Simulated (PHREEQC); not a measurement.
PHREEQC input (ion-association model, wateq4f.dat):

```
SOLUTION_MASTER_SPECIES
  An  An-  0  An  62.0  # stands for a non-complexing anion
SOLUTION_SPECIES
  An- = An-
    -log_k 0
    -gamma 3.0 0
PHASES
  Fix_H+
    H+ = H+
    -log_k 0
SOLUTION 1
  temp 25
  units mmol/kgw
  pH 7 charge
  Cl 0.54
  Ca 0.27
  Na 5
  An 5
END
SELECTED_OUTPUT 1
  -reset false
  -pH true
  -pe true
  -ionic_strength true
  -water true
  -totals Ca Cl Na
  -molalities Hfo_wOH Hfo_wOH2+ Hfo_wO- Hfo_sOH Hfo_sOH2+ Hfo_sO- Hfo_sOHCa+2 Hfo_wOCa+
  -saturation_indices Portlandite Halite
USER_PUNCH 1
  -headings sigma psi
  10 PUNCH EDL("sigma", "Hfo"), EDL("psi", "Hfo")
PRINT
  -reset false
USE solution 1
SURFACE 1
  Hfo_wOH 0.00110112 600 0.49
  Hfo_sOH 2.75281e-05
EQUILIBRIUM_PHASES 1
  Fix_H+ -4 HAn 10
    -force_equality true
  O2(g) -0.68 10
END
# ... the last block is repeated for the other 16 points of pH, with NaOH or the acid as the point needs
```

Selected output (columns that matter, 17 of 17 rows; pH added in front):

```
pH	mu	Ca	Cl	Na	m_Hfo_wOH	m_Hfo_wOH2+	m_Hfo_wO-	m_Hfo_sOH	m_Hfo_sOH2+	m_Hfo_sO-	si_Portlandite	si_Halite	sigma	psi
4	0.0062096	0.00027	0.00054	0.005	0.0005111	0.0005797	1.0323e-05	1.2778e-05	1.4492e-05	2.5808e-07	-18.51	-7.2233	0.19155	0.19139
4.5	0.0060547	0.00027	0.00054	0.005	0.00064596	0.00043309	2.2072e-05	1.6149e-05	1.0827e-05	5.5179e-07	-17.509	-7.2225	0.13827	0.17532
5	0.0059663	0.00027	0.00054	0.005	0.0007395	0.00032282	3.8808e-05	1.8486e-05	8.0699e-06	9.7013e-07	-16.508	-7.222	0.095546	0.15676
5.5	0.0059097	0.00026999	0.00054	0.005	0.00079558	0.00024678	5.8757e-05	1.9883e-05	6.1674e-06	1.4684e-06	-15.507	-7.2217	0.063259	0.13596
6	0.0058719	0.00026994	0.00054	0.005	0.00082462	0.0001977	7.8795e-05	2.0573e-05	4.9323e-06	1.9658e-06	-14.507	-7.2215	0.040038	0.113
6.5	0.0058458	0.00026958	0.00054	0.005	0.00083776	0.00016714	9.6196e-05	2.0643e-05	4.1185e-06	2.3703e-06	-13.507	-7.2214	0.024127	0.088145
7	0.0058221	0.00026706	0.00054	0.005	0.00084324	0.00014642	0.00011125	1.899e-05	3.2973e-06	2.5055e-06	-12.511	-7.2213	0.013663	0.062135
7.5	0.0057861	0.00025626	0.00054	0.0050068	0.00084392	0.0001254	0.0001301	1.1886e-05	1.7662e-06	1.8324e-06	-11.528	-7.2205	0.0068988	0.036558
8	0.0057724	0.00023445	0.00054	0.0050659	0.00083143	0.00010254	0.00015444	3.5768e-06	4.4112e-07	6.644e-07	-10.567	-7.2153	0.0020594	0.011768
8.5	0.0057238	0.00017773	0.00054	0.0051933	0.00077095	7.0239e-05	0.00019386	9.9031e-07	9.0223e-08	2.4901e-07	-9.6868	-7.2042	-0.0017436	-0.01003
9	0.005642	8.3809e-05	0.00054	0.005398	0.00064236	3.5891e-05	0.00026337	5.6788e-07	3.173e-08	2.3283e-07	-9.0124	-7.187	-0.0048558	-0.027047
9.5	0.0056089	2.0735e-05	0.00053999	0.0055606	0.00053465	2.0232e-05	0.00032367	5.0034e-07	1.8934e-08	3.029e-07	-8.6188	-7.1739	-0.0091099	-0.046613
10	0.0056767	3.0019e-06	0.00053999	0.0056929	0.00048682	1.5132e-05	0.00035878	5.1191e-07	1.5912e-08	3.7728e-07	-8.4592	-7.1641	-0.01654	-0.071137
10.5	0.005928	3.9253e-07	0.00053999	0.0059706	0.00045121	1.1809e-05	0.00039496	5.5403e-07	1.45e-08	4.8496e-07	-8.3466	-7.1448	-0.028731	-0.096296
11	0.0067066	5.9256e-08	0.00053999	0.0067802	0.0003982	8.0526e-06	0.0004511	6.2424e-07	1.2624e-08	7.0716e-07	-8.1792	-7.0936	-0.048451	-0.11925
11.5	0.0091653	1.2944e-08	0.00053999	0.0092886	0.00030777	3.9826e-06	0.00054486	7.3182e-07	9.4699e-09	1.2956e-06	-7.8722	-6.9682	-0.080967	-0.13736
12	0.017174	6.6803e-09	0.00053999	0.017372	0.00016743	9.3612e-07	0.00068602	8.3368e-07	4.6612e-09	3.4159e-06	-7.2396	-6.7233	-0.12972	-0.14538
```

Species that the database lacks are ignored.
